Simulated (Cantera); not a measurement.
Input: 1 mol BF₃, a varied amount of H₂O, equilibrated at 1323 K and 0.540 Torr.

These are equilibrium values from Cantera (NASA tables, ideal gas, pure condensed phases), not measurements of a reactor. Candidate condensed phases: B, B₂O₃, B₃O₃H₃, H₂O; 43 gas species. Gases not in the tables: H₃BO₃. The numbers say what is thermodynamically allowed, not how fast it happens.

### Question
At 8.8 mol H₂O, list the 5 most abundant gas species with their mole fractions, and the condensed phases.

### Answer
H₂O 0.678, HF 0.229, BOF 0.0480, HBO₂ 0.0442, BF₃ 0.000297. Condensed: gas only.
